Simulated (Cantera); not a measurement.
A Cantera script and its output.

```python
import numpy as np
import cantera as ct

gas = ct.Solution("gri30.yaml")
gas.TPX = 775, 100000, {'CH4': 1, 'C2H6': 1.1, 'C3H8': 0.036, 'O2': 5.48, 'N2': 20.6}
inlet = ct.Reservoir(gas, clone=True)
gas.equilibrate("HP")  # start burning
reactor = ct.IdealGasConstPressureReactor(gas, energy="on", clone=False)
exhaust = ct.Reservoir(gas, clone=True)
tau = [0.17, 0.083, 0.04, 0.02, 0.0096, 0.0047, 0.0023, 0.0011, 0.00054, 0.00027, 0.00013, 6.3e-05, 3.1e-05][0]
for a, b in ((inlet, reactor), (reactor, exhaust)):
    ct.MassFlowController(a, b, mdot=lambda t: reactor.mass / tau)
net = ct.ReactorNet([reactor])
show = ['CH4', 'C2H6', 'C3H8', 'N2O', 'HCN', 'H2O', 'H2O2']

rows = []
print(f"{'tau/s':>10s}{'T/K':>9s}" + "".join(f"{s:>11s}" for s in show))
for tau in [0.17, 0.083, 0.04, 0.02, 0.0096, 0.0047, 0.0023, 0.0011, 0.00054, 0.00027, 0.00013, 6.3e-05, 3.1e-05]:
    net.initial_time = 0.0
    net.advance(30 * tau)
    before = gas.X
    net.advance(40 * tau)
    drift = np.max(np.abs(gas.X - before) / (gas.X + 1e-9))
    rows.append([gas.T, *gas[show].X, drift])
    print(f"{tau:10.3e}{gas.T:9.1f}" + "".join(f"{x:11.3e}" for x in gas[show].X))
```

Result:

```
     tau/s      T/K        CH4       C2H6       C3H8        N2O        HCN        H2O       H2O2
 1.700e-01   2475.4  3.740e-07  3.082e-08  1.277e-09  1.550e-07  2.210e-07  1.648e-01  7.384e-08
 8.300e-02   2472.0  7.345e-07  6.296e-08  2.575e-09  1.555e-07  4.046e-07  1.645e-01  7.526e-08
 4.000e-02   2465.3  1.414e-06  1.301e-07  5.193e-09  1.548e-07  6.892e-07  1.640e-01  7.772e-08
 2.000e-02   2453.6  2.531e-06  2.588e-07  9.934e-09  1.513e-07  1.029e-06  1.630e-01  8.126e-08
 9.600e-03   2432.7  4.480e-06  5.347e-07  1.929e-08  1.424e-07  1.386e-06  1.614e-01  8.649e-08
 4.700e-03   2401.9  7.569e-06  1.078e-06  3.596e-08  1.288e-07  1.655e-06  1.591e-01  9.344e-08
 2.300e-03   2361.3  1.274e-05  2.156e-06  6.615e-08  1.136e-07  1.843e-06  1.562e-01  1.032e-07
 1.100e-03   2312.1  2.236e-05  4.377e-06  1.243e-07  1.004e-07  2.052e-06  1.527e-01  1.175e-07
 5.400e-04   2261.9  4.011e-05  8.678e-06  2.324e-07  9.134e-08  2.416e-06  1.493e-01  1.358e-07
 2.700e-04   2213.9  7.459e-05  1.716e-05  4.419e-07  8.524e-08  3.124e-06  1.463e-01  1.583e-07
 1.300e-04   2165.1  1.540e-04  3.672e-05  9.207e-07  8.035e-08  4.666e-06  1.437e-01  1.893e-07
 6.300e-05   2111.2  3.578e-04  8.623e-05  2.129e-06  7.474e-08  8.107e-06  1.417e-01  2.435e-07
 3.100e-05   1988.6  1.455e-03  3.349e-04  8.119e-06  5.613e-08  1.738e-05  1.360e-01  5.458e-07
```

Detailed kinetics in Cantera: GRI-Mech 3.0 (53 species, 325 reactions).
